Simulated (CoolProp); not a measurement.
Properties of dimethyl carbonate along the isobar 2.91 MPa.

Model: reference Helmholtz-energy equation of state, Zhou 2011, in CoolProp.

```csv
T (K),phase,density (kg/m³),cp (kJ/(kg K)),cv (kJ/(kg K)),Joule-Thomson coefficient (K/MPa),isothermal compressibility (1/MPa),fugacity coefficient
302.6,liquid,1060,1.835,1.351,-0.3217,0.0009007,0.003430
308.9,liquid,1052,1.844,1.359,-0.3162,0.0009470,0.004638
315.2,liquid,1044,1.854,1.367,-0.3103,0.0009964,0.006178
321.5,liquid,1035,1.865,1.375,-0.3040,0.001049,0.008116
327.8,liquid,1027,1.876,1.385,-0.2972,0.001105,0.01052
334.1,liquid,1018,1.888,1.394,-0.2901,0.001166,0.01348
340.4,liquid,1010,1.900,1.404,-0.2825,0.001230,0.01707
346.7,liquid,1001,1.914,1.415,-0.2745,0.001299,0.02138
353,liquid,992.5,1.927,1.426,-0.2660,0.001373,0.02651
359.3,liquid,983.8,1.942,1.437,-0.2571,0.001453,0.03256
365.6,liquid,974.9,1.957,1.449,-0.2475,0.001539,0.03963
371.9,liquid,966.0,1.972,1.461,-0.2374,0.001632,0.04781
378.2,liquid,957.0,1.989,1.473,-0.2267,0.001732,0.05723
384.5,liquid,947.9,2.005,1.485,-0.2154,0.001840,0.06797
390.8,liquid,938.7,2.023,1.497,-0.2033,0.001958,0.08015
```
